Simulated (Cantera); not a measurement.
Source: NASA polynomial tables (part measured, part estimated), evaluated in Cantera. Values are per mole of reaction as written; species without (g) are pure solids or liquids, kept so even where they would boil at 1 bar.

Problem. Between 1323 and 2223 K, where is each reaction favourable under standard conditions?
- 3 N(g) + B₃O₃F₃(g) ⇌ 3 B + 3 F(g) + 3 NO(g)
- 3 N₂O(g) + 3 BF₃(g) ⇌ 3 NF₃(g) + 3 BN + O₃(g)

Solution. 
- 3 N(g) + B₃O₃F₃(g) ⇌ 3 B + 3 F(g) + 3 NO(g): ΔG° is 1030 kJ at 1323 K and 744 kJ at 2223 K; it stays positive (K < 1). ΔH° is 1449 kJ and ΔS° 317 J/K at 2223 K.
- 3 N₂O(g) + 3 BF₃(g) ⇌ 3 NF₃(g) + 3 BN + O₃(g): ΔG° is 2612 kJ at 1323 K and 2893 kJ at 2223 K; it stays positive (K < 1). ΔH° is 2225 kJ and ΔS° -300 J/K at 2223 K.
